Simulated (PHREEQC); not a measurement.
A PHREEQC speciation (ion-association model, phreeqc.dat) at 25 °C gives pH 4.40 and these molalities:

```tsv
species	mol/kgw
CuSO4	0.134
SO4-2	0.116
Cu+2	0.116
HSO4-	0.000129
Cu2(OH)2+2	8.44e-5
H+	5.16e-5
```

Problem. What are the element totals, and what could have been dissolved in 1 kg of water to give them?

Solution. One answer among several that fit: totals Cu(2) 0.250, S(6) 0.250 mol/kgw, from 0.25 mol CuSO4 per kg of water.

Precipitation was switched off in this run.
